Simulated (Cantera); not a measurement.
**Low-pressure radical oxidation in H2/O2**

An isothermal, constant-pressure homogeneous reactor starts with 30.5 % H2, 61.0 % O2, 8.54 % N2, equivalence ratio 0.25, at 1400 K and 5.18 Torr.

Model: GRI-Mech 3.0 (53 species, 325 reactions), integrated in Cantera. Radical loss at walls, strong at low pressure, is not modelled. The temperature is held fixed by assumption; the heat of reaction is taken as removed at once.

```json
[
 {"t (s)": "0.000300", "x H2": "0.305", "x O2": "0.610", "x NO2": "<1e-12", "x HO2": "6.70e-7", "x H": "7.43e-6", "x OH": "2.45e-6", "x NO": "<1e-12"},
 {"t (s)": "0.000744", "x H2": "0.294", "x O2": "0.604", "x NO2": "<1e-12", "x HO2": "1.26e-6", "x H": "0.00519", "x OH": "0.00171", "x NO": "1.91e-12"},
 {"t (s)": "0.00184", "x H2": "0.0228", "x O2": "0.444", "x NO2": "<1e-12", "x HO2": "2.74e-6", "x H": "0.113", "x OH": "0.0215", "x NO": "5.51e-8"},
 {"t (s)": "0.00457", "x H2": "0.0223", "x O2": "0.447", "x NO2": "1.03e-12", "x HO2": "2.79e-6", "x H": "0.108", "x OH": "0.0214", "x NO": "2.46e-7"},
 {"t (s)": "0.0113", "x H2": "0.0212", "x O2": "0.455", "x NO2": "3.00e-12", "x HO2": "2.92e-6", "x H": "0.0957", "x OH": "0.0210", "x NO": "6.67e-7"},
 {"t (s)": "0.0281", "x H2": "0.0182", "x O2": "0.473", "x NO2": "7.82e-12", "x HO2": "3.18e-6", "x H": "0.0692", "x OH": "0.0198", "x NO": "1.43e-6"},
 {"t (s)": "0.0696", "x H2": "0.0111", "x O2": "0.503", "x NO2": "2.05e-11", "x HO2": "3.46e-6", "x H": "0.0287", "x OH": "0.0159", "x NO": "2.27e-6"},
 {"t (s)": "0.172", "x H2": "0.00308", "x O2": "0.529", "x NO2": "6.99e-11", "x HO2": "2.68e-6", "x H": "0.00383", "x OH": "0.00861", "x NO": "2.60e-6"},
 {"t (s)": "0.427", "x H2": "0.000468", "x O2": "0.537", "x NO2": "2.62e-10", "x HO2": "9.52e-7", "x H": "0.000222", "x OH": "0.00338", "x NO": "2.64e-6"},
 {"t (s)": "1.06", "x H2": "7.94e-5", "x O2": "0.539", "x NO2": "5.40e-10", "x HO2": "2.44e-7", "x H": "1.55e-5", "x OH": "0.00140", "x NO": "2.65e-6"},
 {"t (s)": "2.63", "x H2": "1.84e-5", "x O2": "0.539", "x NO2": "8.16e-10", "x HO2": "9.72e-8", "x H": "1.73e-6", "x OH": "0.000673", "x NO": "2.65e-6"},
 {"t (s)": "6.51", "x H2": "5.72e-6", "x O2": "0.539", "x NO2": "1.48e-9", "x HO2": "8.42e-8", "x H": "3.00e-7", "x OH": "0.000376", "x NO": "2.65e-6"},
 {"t (s)": "16.1", "x H2": "2.96e-6", "x O2": "0.539", "x NO2": "2.41e-9", "x HO2": "9.73e-8", "x H": "1.12e-7", "x OH": "0.000270", "x NO": "2.65e-6"},
 {"t (s)": "40.0", "x H2": "2.68e-6", "x O2": "0.539", "x NO2": "2.61e-9", "x HO2": "1.00e-7", "x H": "9.66e-8", "x OH": "0.000257", "x NO": "2.65e-6"}
]
```
x: mole fraction; the columns are a selection and need not sum to one.

Equilibrium at this temperature and pressure: H2 2.68e-6, O2 0.539, NO2 4.11e-7, HO2 1.00e-7, H 9.65e-8, OH 0.000257, NO 0.000417 (gas phase only).
